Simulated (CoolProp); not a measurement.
Vapour-liquid equilibrium of propylene (1) + R114 (2) at 47.45 °C; x and y are mole fractions of (1).

The numbers come from the multi-fluid Helmholtz-energy mixture model, Lemmon 2013 and Platzer 1990; pair parameters Bell 2016 in CoolProp. This equation is an older, rougher fit; its heat capacities, sound speeds and derivatives of the liquid may be far off and weren't checked against measurements.

| x | bubble pressure, mixture model (MPa) | bubble pressure, Raoult's law (MPa) | y, mixture model | y, Raoult's law |
|---|---|---|---|---|
| 0.05 | 0.5064 | 0.4934 | 0.196 | 0.197 |
| 0.2 | 0.7731 | 0.7225 | 0.519 | 0.538 |
| 0.35 | 1.023 | 0.9515 | 0.676 | 0.715 |
| 0.5 | 1.249 | 1.181 | 0.773 | 0.823 |
| 0.65 | 1.458 | 1.410 | 0.844 | 0.896 |
| 0.8 | 1.661 | 1.639 | 0.908 | 0.949 |
| 0.95 | 1.871 | 1.868 | 0.975 | 0.989 |

The largest gap from Raoult's law is +7.5 % in bubble pressure, at x = 0.35. No azeotrope shows between x = 0.05 and 0.95.

Pair parameters are fitted to limited data, so mixtures are less certain than the pure fluids.
